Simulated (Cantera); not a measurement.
Input (Python, Cantera) and output of one run.

```python
import numpy as np
import cantera as ct

gas_names = [...]  # 91 gases of nasa_gas.yaml made of C, Cl, H
cond_names = """
    C(gr) C6H6(L) C7H8(L) C8H18(L),n-octa
""".split()


# ... load() reads the species with a 1 bar reference pressure and builds the phases ...
atoms = {
    'CCl4': {'C': 1, 'CL': 4},
    'H2': {'H': 2},
}
top_T = {'C(gr)': 4500}  # K; cautious upper limits of use, not melting points


# ... equilibrate(T, P, feed) seeds the gas with the atoms and calls Mixture.equilibrate('TP', solver="vcs", rtol=1e-11, max_steps=5000) ...
results = []
T = 1425  # K
P = 130  # Pa
for m in [0.5, 0.73, 0.97, 1.2, 1.4, 1.7, 1.9, 2.1, 2.4, 2.6, 2.9]:
    feed = {'CCl4': 1, 'H2': m}  # mol
    mix = equilibrate(T, P, feed)
    results.append((T, P, feed, dict(zip(mix.species_names, mix.species_moles))))

top = {s: max(r[3][s] / sum(r[3][g] for g in gas_names) for r in results) for s in gas_names}
cols = sorted((s for s in top if top[s] > 0.001), key=lambda s: -top[s])[:5]
seen = [c for c in cond_names if any(r[3].get(c, 0) > 1e-12 for r in results)]
print("log10 of partial pressures in bar; condensed amounts in mol")
print(f"{'n(H2)':>10s}" + "".join(f"{s[:9]:>10s}" for s in cols + seen))
for T, P, feed, n in results:
    ng = sum(n[g] for g in gas_names)
    print(f"{feed['H2']:10.4g}" + "".join(f"{np.log10(max(n[s] / ng * P / 1e5, 1e-99)):10.3f}" for s in cols)
          + "".join(f"{n.get(c, 0):10.4g}" for c in seen))
```

It prints:

```
log10 of partial pressures in bar; condensed amounts in mol
     n(H2)       HCL        CL       CL2        H2     C(gr)
       0.5    -3.397    -3.224    -3.520   -10.853         1
      0.73    -3.254    -3.287    -3.645   -10.440         1
      0.97    -3.150    -3.363    -3.798   -10.080         1
       1.2    -3.074    -3.453    -3.979    -9.747         1
       1.4    -3.020    -3.555    -4.183    -9.434         1
       1.7    -2.950    -3.805    -4.683    -8.795         1
       1.9    -2.907    -4.227    -5.527    -7.866         1
       2.1    -2.897    -5.905    -8.882    -4.491         1
       2.4    -2.928    -6.217    -9.507    -3.927         1
       2.6    -2.947    -6.315    -9.702    -3.770         1
       2.9    -2.974    -6.416    -9.905    -3.622         1
```

Cantera equilibrium calculation (NASA polynomials, part measured and part estimated; ideal gas, pure solids and liquids).
